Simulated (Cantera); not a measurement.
A perfectly stirred reactor is fed with CO : O₂ : H₂O : N₂ = 0.001 : 0.058 : 0.00097 : 1 (molar parts), at 8.50 bar; it is held at 1498 K, and followed from long to short residence time.

Computed with Cantera and GRI-Mech 3.0 (53 species, 325 reactions).

Problem. Predict: x(CO) at τ = 0.420 s; x(O₂) at τ = 0.420 s; x(H₂O) at τ = 0.420 s; x(OH) at τ = 0.420 s; x(H₂) at τ = 0.420 s; x(CO) at τ = 13.0 ms; x(O₂) at τ = 13.0 ms; x(H₂O) at τ = 13.0 ms; x(OH) at τ = 13.0 ms; x(H₂) at τ = 13.0 ms.

Solution. 
```json
{
  "x(CO) at τ = 0.420 s": "1.38e-5",
  "x(O₂) at τ = 0.420 s": "0.0543",
  "x(H₂O) at τ = 0.420 s": "0.000912",
  "x(OH) at τ = 0.420 s": "6.32e-6",
  "x(H₂) at τ = 0.420 s": "1.37e-8",
  "x(CO) at τ = 13.0 ms": "0.000167",
  "x(O₂) at τ = 13.0 ms": "0.0543",
  "x(H₂O) at τ = 13.0 ms": "0.000908",
  "x(OH) at τ = 13.0 ms": "1.39e-5",
  "x(H₂) at τ = 13.0 ms": "1.04e-7"
}
```
